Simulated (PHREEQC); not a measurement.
Make-up at 25 °C: 0.0087 mol/kgw HCl and 0.15 mol/kgw MnSO4. Closed to the air; pH follows from the charge balance.

Model: ion-association model, phreeqc.dat, run in PHREEQC.

pH: 2.63
ionic strength: 0.319 mol/kgw
specific conductance: 13000 µS/cm
density: 1.018 g/cm³
total alkalinity: -8.70 meq/kg

```json
[
 {"species": "Mn+2", "molality": "0.0800", "activity": "0.0228", "log γ": "-0.545"},
 {"species": "SO4-2", "molality": "0.0750", "activity": "0.0184", "log γ": "-0.610"},
 {"species": "MnSO4", "molality": "0.0693", "activity": "0.0746", "log γ": "0.032"},
 {"species": "Cl-", "molality": "0.00799", "activity": "0.00544", "log γ": "-0.167"},
 {"species": "HSO4-", "molality": "0.00571", "activity": "0.00418", "log γ": "-0.135"},
 {"species": "H+", "molality": "0.00299", "activity": "0.00234", "log γ": "-0.108"},
 {"species": "MnCl+", "molality": "0.000713", "activity": "0.000505", "log γ": "-0.149"},
 {"species": "MnCl2", "molality": "1.11e-6", "activity": "1.20e-6", "log γ": "0.032"},
 {"species": "MnCl3-", "molality": "2.54e-9", "activity": "1.80e-9", "log γ": "-0.149"}
]
```

No solid was allowed to form. Species that the database lacks are ignored.
